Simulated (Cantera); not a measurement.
Input (Python, Cantera) and output of one run.

```python
import numpy as np
import cantera as ct

gas_names = """
    B BH BH2 BH3 BN BO BO2 B2 B2O B2O2 B2O3 B3O3H3 H HBO HBO2 HNO HNO2 HNO3 HO2 H2 H2O H2O2 H3B3O6 N NH
    NH2 NH3 NH2OH NO NO2 NO3 N2 N2H2 N2H4 N2O O OH O2 O3
""".split()
cond_names = """
    B(b) B(L) BN(s) B2O3(L) B3O3H3(cr) H2O(s) H2O(L)
""".split()


# ... load() reads the species with a 1 bar reference pressure and builds the phases ...
atoms = {
    'B2H6': {'B': 2, 'H': 6},
    'H2O': {'H': 2, 'O': 1},
    'N2': {'N': 2},
}
top_T = {'BN(s)': 3200}  # K; cautious upper limits of use, not melting points


# ... equilibrate(T, P, feed) seeds the gas with the atoms and calls Mixture.equilibrate('TP', solver="vcs", rtol=1e-11, max_steps=5000) ...
results = []
feed = {'B2H6': 1, 'H2O': 4.6, 'N2': 190}  # mol
P = 120  # Pa
for T in [1998, 2023, 2048, 2073, 2098, 2123, 2148, 2173, 2198, 2223, 2248, 2273, 2298]:
    mix = equilibrate(T, P, feed)
    results.append((T, P, feed, dict(zip(mix.species_names, mix.species_moles))))
    x = sorted(zip(gas.X, gas.species_names), reverse=True)
    print(f"T = {T:g} K  P = {P:g} Pa  gas = {mix.phase_moles(0):.4g} mol")
    print("   x: " + "  ".join(f"{s} {v:.3e}" for v, s in x if v > 1e-05))
    print("   condensed (mol): " + ("  ".join(f"{mix.phase(i).name} {mix.phase_moles(i):.4g}"
          for i in range(1, mix.n_phases) if mix.phase_moles(i) > 1e-12) or "none"))
```

Output:

```
T = 1998 K  P = 120 Pa  gas = 199.5 mol
   x: N2 9.525e-01  H2 2.597e-02  H 7.463e-03  HBO2 6.773e-03  H2O 4.841e-03  B2O3 9.866e-04  BO 8.374e-04  BO2 2.339e-04  HBO 2.005e-04  OH 1.384e-04  O 2.908e-05  NO 2.794e-05
   condensed (mol): none
T = 2023 K  P = 120 Pa  gas = 199.6 mol
   x: N2 9.517e-01  H2 2.531e-02  H 8.721e-03  HBO2 6.600e-03  H2O 4.913e-03  BO 1.000e-03  B2O3 9.599e-04  BO2 2.860e-04  HBO 2.044e-04  OH 1.764e-04  O 4.416e-05  NO 3.754e-05
   condensed (mol): none
T = 2048 K  P = 120 Pa  gas = 199.8 mol
   x: N2 9.509e-01  H2 2.457e-02  H 1.013e-02  HBO2 6.408e-03  H2O 4.978e-03  BO 1.183e-03  B2O3 9.280e-04  BO2 3.472e-04  OH 2.235e-04  HBO 2.068e-04  O 6.656e-05  NO 5.022e-05
   condensed (mol): none
T = 2073 K  P = 120 Pa  gas = 200 mol
   x: N2 9.499e-01  H2 2.377e-02  H 1.171e-02  HBO2 6.195e-03  H2O 5.029e-03  BO 1.387e-03  B2O3 8.911e-04  BO2 4.184e-04  OH 2.816e-04  HBO 2.077e-04  O 9.952e-05  NO 6.682e-05
   condensed (mol): none
T = 2098 K  P = 120 Pa  gas = 200.2 mol
   x: N2 9.488e-01  H2 2.291e-02  H 1.345e-02  HBO2 5.959e-03  H2O 5.060e-03  BO 1.613e-03  B2O3 8.499e-04  BO2 5.002e-04  OH 3.523e-04  HBO 2.073e-04  O 1.475e-04  NO 8.837e-05  O2 1.389e-05
   condensed (mol): none
T = 2123 K  P = 120 Pa  gas = 200.5 mol
   x: N2 9.476e-01  H2 2.200e-02  H 1.536e-02  HBO2 5.697e-03  H2O 5.062e-03  BO 1.862e-03  B2O3 8.047e-04  BO2 5.928e-04  OH 4.371e-04  O 2.165e-04  HBO 2.056e-04  NO 1.160e-04  O2 2.118e-05
   condensed (mol): none
T = 2148 K  P = 120 Pa  gas = 200.8 mol
   x: N2 9.463e-01  H2 2.103e-02  H 1.745e-02  HBO2 5.407e-03  H2O 5.026e-03  BO 2.135e-03  B2O3 7.560e-04  BO2 6.957e-04  OH 5.368e-04  O 3.140e-04  HBO 2.027e-04  NO 1.509e-04  O2 3.182e-05
   condensed (mol): none
T = 2173 K  P = 120 Pa  gas = 201.1 mol
   x: N2 9.447e-01  H2 2.003e-02  H 1.971e-02  HBO2 5.087e-03  H2O 4.941e-03  BO 2.435e-03  BO2 8.075e-04  B2O3 7.044e-04  OH 6.513e-04  O 4.495e-04  HBO 1.990e-04  NO 1.942e-04  O2 4.691e-05
   condensed (mol): none
T = 2198 K  P = 120 Pa  gas = 201.4 mol
   x: N2 9.431e-01  H 2.216e-02  H2 1.899e-02  H2O 4.800e-03  HBO2 4.737e-03  BO 2.762e-03  BO2 9.255e-04  OH 7.789e-04  B2O3 6.501e-04  O 6.335e-04  NO 2.466e-04  HBO 1.946e-04  O2 6.753e-05
   condensed (mol): none
T = 2223 K  P = 120 Pa  gas = 201.8 mol
   x: N2 9.412e-01  H 2.477e-02  H2 1.794e-02  H2O 4.594e-03  HBO2 4.357e-03  BO 3.121e-03  BO2 1.046e-03  OH 9.161e-04  O 8.771e-04  B2O3 5.937e-04  NO 3.083e-04  HBO 1.896e-04  O2 9.452e-05
   condensed (mol): none
T = 2248 K  P = 120 Pa  gas = 202.3 mol
   x: N2 9.391e-01  H 2.755e-02  H2 1.688e-02  H2O 4.324e-03  HBO2 3.950e-03  BO 3.513e-03  O 1.191e-03  BO2 1.162e-03  OH 1.057e-03  B2O3 5.353e-04  NO 3.787e-04  HBO 1.842e-04  O2 1.280e-04
   condensed (mol): none
T = 2273 K  P = 120 Pa  gas = 202.7 mol
   x: N2 9.369e-01  H 3.049e-02  H2 1.581e-02  H2O 3.991e-03  BO 3.938e-03  HBO2 3.521e-03  O 1.582e-03  BO2 1.269e-03  OH 1.195e-03  B2O3 4.755e-04  NO 4.563e-04  HBO 1.782e-04  O2 1.673e-04
   condensed (mol): none
T = 2298 K  P = 120 Pa  gas = 203.2 mol
   x: N2 9.346e-01  H 3.355e-02  H2 1.473e-02  BO 4.395e-03  H2O 3.606e-03  HBO2 3.080e-03  O 2.055e-03  BO2 1.357e-03  OH 1.321e-03  NO 5.385e-04  B2O3 4.150e-04  O2 2.103e-04  HBO 1.717e-04
   condensed (mol): none
```

Equilibrium computed with Cantera from the NASA thermochemical tables; the gas is ideal and each condensed phase is pure. The feed counts by its element totals alone.
